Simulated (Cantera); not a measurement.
## Dilute partial oxidation

A perfectly stirred reactor is fed with 1.65 % CH₂O, 1.36 % O₂, 97.0 % N₂, equivalence ratio 1.2, at 3750 Torr; it is held at 1575 K, and followed from long to short residence time.

Computed with Cantera and GRI-Mech 3.0 (53 species, 325 reactions).

```json
[
 {"τ (s)": "0.33", "x CH₂O": "4.74e-7", "x O₂": "1.97e-5", "x HCN": "2.75e-10", "x CH₂": "3.01e-12", "x C₂H₂": "<1e-12", "x CH₂CO": "3.01e-12", "x N₂O": "1.28e-8"},
 {"τ (s)": "0.12", "x CH₂O": "8.05e-7", "x O₂": "3.74e-5", "x HCN": "5.43e-10", "x CH₂": "9.19e-12", "x C₂H₂": "<1e-12", "x CH₂CO": "5.72e-12", "x N₂O": "2.17e-8"},
 {"τ (s)": "0.042", "x CH₂O": "1.41e-6", "x O₂": "7.60e-5", "x HCN": "9.74e-10", "x CH₂": "2.66e-11", "x C₂H₂": "<1e-12", "x CH₂CO": "1.05e-11", "x N₂O": "3.65e-8"},
 {"τ (s)": "0.015", "x CH₂O": "2.50e-6", "x O₂": "0.000157", "x HCN": "1.50e-9", "x CH₂": "6.90e-11", "x C₂H₂": "<1e-12", "x CH₂CO": "1.85e-11", "x N₂O": "5.92e-8"},
 {"τ (s)": "0.0053", "x CH₂O": "4.53e-6", "x O₂": "0.000329", "x HCN": "2.03e-9", "x CH₂": "1.67e-10", "x C₂H₂": "<1e-12", "x CH₂CO": "3.37e-11", "x N₂O": "9.28e-8"},
 {"τ (s)": "0.0019", "x CH₂O": "8.40e-6", "x O₂": "0.000663", "x HCN": "2.51e-9", "x CH₂": "3.76e-10", "x C₂H₂": "<1e-12", "x CH₂CO": "6.59e-11", "x N₂O": "1.36e-7"},
 {"τ (s)": "0.00067", "x CH₂O": "1.64e-5", "x O₂": "0.00127", "x HCN": "2.98e-9", "x CH₂": "8.25e-10", "x C₂H₂": "<1e-12", "x CH₂CO": "1.47e-10", "x N₂O": "1.87e-7"}
]
```
x: mole fraction; the columns are a selection and need not sum to one.
